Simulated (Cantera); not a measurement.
Cantera run, input and output.

```python
import numpy as np
import cantera as ct

gas = ct.Solution("SiF4_NH3_mec.yaml", "gas")
gas.TPX = 2400, 1333, {'NH3': 1, 'H2': 2.1}
reactor = ct.IdealGasConstPressureReactor(gas, energy="off", clone=False)
net = ct.ReactorNet([reactor])
net.rtol, net.atol = 1e-08, 1e-18
show = ['NH3', 'H2', 'NH', 'N', 'NH2', 'N2H4']
times = np.geomspace(2e-05, 200, 11)

steps = ct.SolutionArray(gas, extra=["t"])
rows = []
print(f"{'t/s':>10s}{'T/K':>9s}{'P/Pa':>11s}" + "".join(f"{s:>11s}" for s in show))
for t in times:
    while net.time < t:
        t_next = net.step()
        steps.append(gas.state, t=t_next)
    rows.append([np.interp(t, steps.t, y) for y in (steps.T, steps.P, *steps(*show).X.T)])
    print(f"{t:10.3e}{rows[-1][0]:9.1f}{rows[-1][1]:11.4g}" + "".join(f"{x:11.3e}" for x in rows[-1][2:]))
rate = np.gradient(steps.T, steps.t)
print("integrator steps:", len(steps.t))
if steps.T.max() > steps.T[0] + 200:
    print(f"time of steepest temperature rise: {steps.t[rate.argmax()]:.4e} s")
gas.TPX = 2400, 1333, {'NH3': 1, 'H2': 2.1}
gas.equilibrate("TP")
print(f"equilibrium (TP): T = {gas.T:.1f} K  " + "  ".join(f"{s} {gas[s].X[0]:.3e}" for s in show))
```

Output:

```
       t/s      T/K       P/Pa        NH3         H2         NH          N        NH2       N2H4
 2.000e-05   2400.0       1333  3.225e-01  6.774e-01  1.242e-08  7.016e-12  4.085e-05  6.534e-13
 1.002e-04   2400.0       1333  3.223e-01  6.773e-01  6.383e-07  3.717e-09  2.090e-04  1.824e-11
 5.024e-04   2400.0       1333  3.212e-01  6.771e-01  1.790e-05  5.997e-07  1.023e-03  4.422e-10
 2.518e-03   2400.0       1333  3.126e-01  6.800e-01  1.460e-04  1.413e-05  2.948e-03  3.681e-09
 1.262e-02   2400.0       1333  2.614e-01  7.117e-01  1.478e-04  1.583e-05  2.691e-03  3.068e-09
 6.325e-02   2400.0       1333  1.153e-01  8.023e-01  1.137e-04  1.637e-05  1.526e-03  9.854e-10
 3.170e-01   2400.0       1333  1.465e-03  8.629e-01  2.795e-05  1.796e-05  8.271e-05  2.883e-12
 1.589e+00   2400.0       1333  1.582e-07  7.813e-01  1.731e-07  8.408e-07  6.747e-08  1.871e-18
 7.962e+00   2400.0       1333  3.551e-08  7.642e-01  5.626e-08  3.290e-07  1.822e-08  1.400e-19
 3.991e+01   2400.0       1333  3.508e-08  7.642e-01  5.558e-08  3.250e-07  1.800e-08  1.367e-19
 2.000e+02   2400.0       1333  3.508e-08  7.642e-01  5.558e-08  3.250e-07  1.800e-08  1.367e-19
integrator steps: 1900
equilibrium (TP): T = 2400.0 K  NH3 3.508e-08  H2 7.642e-01  NH 5.558e-08  N 3.250e-07  NH2 1.800e-08  N2H4 1.367e-19
```

Detailed kinetics in Cantera: the gas-phase N/H chemistry of the illustrative SiF4/NH3 mechanism in the Surface Chemkin manual (1991). Walls and surfaces, which speed up NH3 decomposition in real reactors, are not modelled.
